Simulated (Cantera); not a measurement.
A perfectly stirred reactor is fed with C2H6 : N2 = 1 : 120 (molar parts), at 101000 Pa; it is held at 1848 K, and followed from long to short residence time.

Detailed kinetics in Cantera: GRI-Mech 3.0 (53 species, 325 reactions). GRI-Mech 3.0 stops at C3 and has no aromatics, soot or wall deposition, so with more carbon than oxygen in the feed, carbon stays in small species such as C2H2 where larger ones or solid carbon would form.

What does this change do: pressure from 101000 Pa to 2670 Pa?


| quantity | before | after |
|---|---|---|
| x(C2H6) at τ = 16.0 s | 1.23e-8 | 8.01e-8 |
| x(C2H) at τ = 16.0 s | 3.45e-7 | 1.64e-6 |
| x(CH2) at τ = 16.0 s | 3.55e-8 | 6.84e-7 |
| x(H2) at τ = 16.0 s | 0.0161 | 0.0160 |
| x(C2H4) at τ = 16.0 s | 2.18e-6 | 5.97e-7 |
| x(C2H6) at τ = 83.0 ms | 2.18e-6 | 1.44e-5 |
| x(C2H) at τ = 83.0 ms | 4.74e-7 | 2.62e-6 |
| x(CH2) at τ = 83.0 ms | 5.76e-7 | 9.59e-6 |
| x(H2) at τ = 83.0 ms | 0.0149 | 0.0146 |
| x(C2H4) at τ = 83.0 ms | 1.76e-5 | 9.39e-5 |
Radical loss at walls, strong at low pressure, is not modelled.

What does this change do: temperature 1848 to 1750 K?


| quantity | before | after |
|---|---|---|
| x(C2H6) at τ = 16.0 s | 1.23e-8 | 4.11e-8 |
| x(C2H) at τ = 16.0 s | 3.45e-7 | 1.06e-7 |
| x(CH2) at τ = 16.0 s | 3.55e-8 | 1.61e-8 |
| x(H2) at τ = 16.0 s | 0.0161 | 0.0159 |
| x(C2H4) at τ = 16.0 s | 2.18e-6 | 4.55e-6 |
| x(C2H6) at τ = 83.0 ms | 2.18e-6 | 6.42e-6 |
| x(C2H) at τ = 83.0 ms | 4.74e-7 | 1.67e-7 |
| x(CH2) at τ = 83.0 ms | 5.76e-7 | 2.93e-7 |
| x(H2) at τ = 83.0 ms | 0.0149 | 0.0139 |
| x(C2H4) at τ = 83.0 ms | 1.76e-5 | 4.25e-5 |
